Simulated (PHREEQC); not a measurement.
Polishing slurry liquid (model solution)

Dissolve 1.8 mmol/kgw KOH, 0.0024 mmol/kgw H4SiO4 and 14 mmol/kgw KH2PO4 at 20 °C. Closed to the air; pH follows from the charge balance.

All values are PHREEQC results (ion-association model, phreeqc.dat), not measurements.

```json
{
 "pH": "6.21",
 "ionic_strength": "0.0175 mol/kgw",
 "specific_conductance": "1390 µS/cm",
 "total_alkalinity": "1.80 meq/kg"
}
```

| species | molality | activity | log γ |
|---|---|---|---|
| K+ | 0.0158 | 0.0138 | -0.058 |
| H2PO4- | 0.0122 | 0.0108 | -0.054 |
| HPO4-2 | 0.00177 | 0.00107 | -0.220 |
| KHPO4- | 3.25e-5 | 2.87e-5 | -0.054 |
| H4SiO4 | 2.40e-6 | 2.41e-6 | 0.002 |
| H3PO4 | 9.06e-7 | 9.09e-7 | 0.002 |
| H+ | 6.81e-7 | 6.10e-7 | -0.048 |
| OH- | 1.28e-8 | 1.12e-8 | -0.058 |
| PO4-3 | 2.32e-9 | 7.12e-10 | -0.514 |

Precipitation was switched off in this run. Species that the database lacks are ignored.
